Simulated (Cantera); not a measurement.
Feed: 1 mol Al2O3, 1.5 mol H2, held at 2598 K and 1 atm.

Method: chemical equilibrium by Gibbs-energy minimisation in Cantera with the NASA 1993 tables (ideal gas, pure condensed phases). Candidate condensed phases: Al, Al2O3, H2O; 19 gas species. The tables' values for AlOH are old estimates; treat these amounts as uncertain. Rates play no part.

Base state: H2 0.953, H 0.0369, H2O 0.00632, Al 0.00193, Al2O 0.00146, AlOH 0.000482, AlH 0.000193, OH 5.65e-5 (mole fractions); condensed: Al2O3(l).

What changes in the equilibrium state with this change: Al2O3 replaced by BN?


```
species          before     after
-------------  --------  --------
H2                0.953     0.781
N2                    0     0.181
H                0.0369    0.0334
H2O             0.00632         0
Al              0.00193         0
BH2                   0   0.00393
Al2O            0.00146         0
AlOH           0.000482         0
B                     0  0.000211
Al2O3(l), mol     0.996         0
B(l), mol             0     0.670
BN(s), mol            0     0.322
```
Mutual solubility and eutectic melting of coexisting phases are not modelled. The tables' values for BH2 are old estimates; treat these amounts as uncertain. Gases not in the tables: B2H6 and higher boranes. Further candidate phases: B, BN.

What changes in the equilibrium state with this change: temperature from 2598 K to 2873 K?


| species | before | after |
|---|---|---|
| H2 | 0.953 | 0.869 |
| H | 0.0369 | 0.0973 |
| H2O | 0.00632 | 0.0198 |
| Al | 0.00193 | 0.00630 |
| O | 1.42e-6 | 4.63e-5 |
| OH | 5.65e-5 | 0.000664 |
| Al2O3(l), mol | 0.996 | 0.985 |
Gases not in the tables: Al(OH)3.

What changes in the equilibrium state with this change: temperature from 2598 K to 2648.15 K?


| species | before | after |
|---|---|---|
| H2 | 0.953 | 0.942 |
| H | 0.0369 | 0.0449 |
| H2O | 0.00632 | 0.00798 |
| Al | 0.00193 | 0.00245 |
| OH | 5.65e-5 | 9.24e-5 |
| AlO | 5.11e-5 | 8.24e-5 |
| AlO2H | 1.16e-5 | 1.85e-5 |
| AlOH | 0.000482 | 0.000615 |
| Al2O3(l), mol | 0.996 | 0.995 |
